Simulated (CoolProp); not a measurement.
Properties of R125 at several states (Tc = 66.0 °C, pc = 3618 kPa, ω = 0.305).

Model: reference Helmholtz-energy equation of state, Lemmon 2005, in CoolProp.

| T (°C) | p (kPa) | phase | speed of sound (m/s) | Joule-Thomson coefficient (K/MPa) | Prandtl number |
|---|---|---|---|---|---|
| 115.05 | 30.1 | gas | [?] | 6.162 | [?] |
| 122.35 | 408 | gas | [?] | [?] | [?] |
| -88.15 | 10.8 | liquid | 868.2 | [?] | 8.13 |
| 122.15 | 165 | gas | 170.7 | [?] | [?] |

**Question.** Some entries are withheld; supply them.

**Answer.** 
- 115.05, speed of sound (m/s): 170.3
- 115.05, Prandtl number: 0.723
- 122.35, speed of sound (m/s): 168.9
- 122.35, Joule-Thomson coefficient (K/MPa): 5.963
- 122.35, Prandtl number: 0.732
- -88.15, Joule-Thomson coefficient (K/MPa): -0.3665
- 122.15, Joule-Thomson coefficient (K/MPa): 5.895
- 122.15, Prandtl number: 0.726

Viscosity comes from a separate model (Huber 2006). Thermal conductivity comes from a separate model (Perkins 2006).
